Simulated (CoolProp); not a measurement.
Saturation properties of ammonia.

The numbers come from the reference Helmholtz-energy equation of state, Gao 2020 in CoolProp.

```
T (°C)  p (MPa)  surface tension (mN/m)  liquid viscosity (µPa s)  liquid conductivity (mW/(m K))
------  -------  ----------------------  ------------------------  ------------------------------
-16.35        …                    30.1                       205                             610
-12.45        …                    29.2                       196                             598
-8.45    0.3094                    28.3                       187                             585
-4.55    0.3609                    27.4                       179                             573
-0.65    0.4189                    26.4                       171                             561
3.25     0.4839                    25.5                       164                               …
7.15     0.5566                    24.6                       158                             538
11.05    0.6374                    23.7                       152                             526
14.95         …                    22.8                       146                             515
18.85    0.8260                    21.9                       140                             504
22.75    0.9350                    21.0                       135                             492
26.65     1.055                    20.1                       130                               …
```

Some entries are withheld; supply them.


- -16.35, p (MPa): 0.2229
- -12.45, p (MPa): 0.2628
- 3.25, liquid conductivity (mW/(m K)): 550
- 14.95, p (MPa): 0.7270
- 26.65, liquid conductivity (mW/(m K)): 481

It boils at -33.3 °C under 1 atm.

Viscosity comes from a separate model (Fenghour 1995). Thermal conductivity comes from a separate model (Tufeu 1984). Surface tension comes from a separate correlation (Mulero 2012).
